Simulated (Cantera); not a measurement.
**Dilute partial oxidation**

An isothermal, constant-pressure homogeneous reactor starts with 2.85 % CH₂O, 2.00 % O₂, 95.1 % N₂, at 1448 K and 500000 Pa.

Model: GRI-Mech 3.0 (53 species, 325 reactions), integrated in Cantera. The temperature is held fixed by assumption; the heat of reaction is taken as removed at once.

| t (s) | x CH₂O | x O₂ | x OH | x HCN | x CH₂ | x HCO | x NO |
|---|---|---|---|---|---|---|---|
| 9.00e-5 | 6.93e-9 | 0.00365 | 0.000612 | 4.82e-11 | 1.15e-12 | 3.53e-7 | 3.57e-6 |
| 0.000201 | 3.23e-9 | 0.000367 | 0.000193 | 1.97e-11 | <1e-12 | 1.43e-7 | 6.49e-6 |
| 0.000447 | 1.33e-9 | 1.85e-5 | 5.02e-5 | 2.60e-11 | <1e-12 | 5.22e-8 | 6.71e-6 |
| 0.000995 | 5.92e-10 | 1.69e-6 | 1.68e-5 | 4.18e-11 | <1e-12 | 1.94e-8 | 6.66e-6 |
| 0.00222 | 3.25e-10 | 2.35e-7 | 6.48e-6 | 7.24e-11 | <1e-12 | 7.79e-9 | 6.53e-6 |
| 0.00494 | 2.20e-10 | 3.91e-8 | 2.61e-6 | 1.30e-10 | <1e-12 | 3.19e-9 | 6.28e-6 |
| 0.0110 | 1.76e-10 | 6.98e-9 | 1.06e-6 | 2.35e-10 | <1e-12 | 1.30e-9 | 5.85e-6 |
| 0.0245 | 1.59e-10 | 1.30e-9 | 4.42e-7 | 4.05e-10 | <1e-12 | 5.46e-10 | 5.27e-6 |
| 0.0546 | 1.52e-10 | 2.54e-10 | 2.01e-7 | 6.49e-10 | <1e-12 | 2.48e-10 | 4.61e-6 |
| 0.122 | 1.49e-10 | 5.42e-11 | 1.05e-7 | 9.97e-10 | <1e-12 | 1.29e-10 | 3.90e-6 |
| 0.271 | 1.48e-10 | 1.55e-11 | 6.61e-8 | 1.55e-9 | <1e-12 | 8.18e-11 | 3.12e-6 |
| 0.604 | 1.48e-10 | 7.45e-12 | 5.01e-8 | 2.61e-9 | <1e-12 | 6.19e-11 | 2.20e-6 |
| 1.35 | 1.47e-10 | 4.55e-12 | 3.98e-8 | 4.81e-9 | <1e-12 | 4.92e-11 | 1.23e-6 |
| 3.00 | 1.47e-10 | 3.01e-12 | 3.22e-8 | 9.20e-9 | <1e-12 | 3.99e-11 | 4.86e-7 |
x: mole fraction; the columns are a selection and need not sum to one.

Equilibrium at this temperature and pressure: CH₂O 1.47e-10, O₂ 2.39e-12, OH 2.85e-8, HCN 2.85e-9, CH₂ <1e-12, HCO 3.53e-11, NO 3.49e-9 (gas phase only).
